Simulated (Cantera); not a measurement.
# Reactions in the system H-O-P

Source: NASA polynomial tables (part measured, part estimated), evaluated in Cantera. Values are per mole of reaction as written; species without (g) are pure solids or liquids, kept so even where they would boil at 1 bar.

8 O2(g) + 4 PH3(g) → 6 H2O(g) + P4O10

```tsv
T (K)	ΔH° (kJ)	ΔS° (J/K)	ΔG° (kJ)	log10 K
300	-4482.6	-1120.4	-4146.5	721.95
350	-4480.7	-1114.6	-4090.6	610.48
375	-4479.5	-1111.2	-4062.8	565.90
400	-4478.1	-1107.7	-4035.0	526.91
425	-4476.6	-1104.1	-4007.4	492.52
450	-4475.0	-1100.4	-3979.8	461.96
475	-4473.2	-1096.6	-3952.4	434.62
500	-4471.4	-1092.8	-3925.0	410.03
525	-4469.4	-1088.9	-3897.7	387.80
550	-4467.3	-1085.0	-3870.6	367.59
575	-4465.1	-1081.1	-3843.5	349.14
600	-4462.8	-1077.2	-3816.5	332.25
```
